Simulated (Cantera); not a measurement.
Charge: 1 mol Mg(OH)₂, 1.6 mol H₂O, 1.9 mol H₂, held at 1725 °C and 0.100 bar.

Equilibrium computed with Cantera from the NASA thermochemical tables; the gas is ideal and each condensed phase is pure. Candidate condensed phases: H₂O, Mg, MgO, Mg(OH)₂; 15 gas species. Kinetics and transport are ignored.

Base state: H₂O 0.576, H₂ 0.420, H 0.00329, OH 0.000449, Mg 0.000108, Mg(OH)₂ 2.23e-5, MgOH 1.96e-5 (mole fractions); condensed: MgO(s).

Problem. What changes in the equilibrium state with this change: pressure from 0.100 bar to 25.0 Pa?

Solution. 
| species | before | after |
|---|---|---|
| H₂O | 0.576 | 0.559 |
| H₂ | 0.420 | 0.335 |
| H | 0.00329 | 0.0588 |
| Mg | 0.000108 | 0.0355 |
| O₂ | 1.52e-6 | 0.000902 |
| O | 2.58e-6 | 0.00125 |
| MgO | 1.99e-7 | 7.96e-5 |
| MgO(s), mol | 0.999 | 0.826 |
